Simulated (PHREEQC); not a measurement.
Consider water at 25 °C with 0.2 mol NH4Cl, 0.00087 mol Na2CO3 and 0.023 mol KCl per kg of water. Closed to the air; pH follows from the charge balance.

Equilibrium calculation in PHREEQC: ion-association model, phreeqc.dat.

```csv
quantity,before,after
pH,7.12,7.08
CO2 (mol/kgw),9.27e-5,5.43e-5
CO3-2 (mol/kgw),1.20e-6,4.50e-7
NaHCO3 (mol/kgw),3.96e-7,1.10e-7
SI of Sylvite (KCl),-3.49,-4.03
SI of Halite (NaCl),-5.26,-5.81
```

Q: Name the change that produced these shifts.
A) 0.059 mol/kgw NaHCO3 added
B) NH4Cl left out
C) Na2CO3 from 0.00087 to 0.000783 mol/kgw
D) diluted 2-fold with water

A: D, diluted 2-fold with water

This is a speciation only: nothing precipitates in the calculation.
